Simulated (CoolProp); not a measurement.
A single-stage vapour-compression cycle with the fluid: evaporating at 321.15 K (dew point), condensing at 343.15 K (bubble point), superheat 5 K, subcooling 5 K, compressor efficiency 0.75, no pressure losses. The same conditions are run with several fluids, on thermodynamics alone (safety and materials aside).

Computed with CoolProp (reference Helmholtz-energy equation of state of each fluid (R1336mzz(E): Akasaka 2023; fluoroethane (R161): Wu 2012; c-C4F8 (RC318): Platzer 1990; carbonyl sulfide: Lemmon 2006; trans-2-butene: Lemmon 2005; R236FA: Pan 2012)). The equations of Platzer and Polt are older, rougher fits.

**Question.** Rank R1336mzz(E), fluoroethane (R161), c-C4F8 (RC318), carbonyl sulfide, trans-2-butene, R236FA by cooling COP, highest first.

**Answer.** trans-2-butene (10.2), R1336mzz(E) (9.92), R236FA (9.82), c-C4F8 (RC318) (9.46), fluoroethane (R161) (9.30), carbonyl sulfide (9.16)

```tsv
fluid	pressure ratio	discharge temperature (K)	refrigerating effect (kJ/kg)	volumetric capacity (kJ/m³)
R1336mzz(E)	1.83	345.6	113	3180
fluoroethane (R161)	1.62	357.9	261	9950
c-C4F8 (RC318)	1.74	343.1	76.9	4120
carbonyl sulfide	1.56	365.9	195	12100
trans-2-butene	1.73	350.0	322	3420
R236FA	1.78	346.2	114	4090
```

The compression ends wet for: c-C4F8 (RC318).
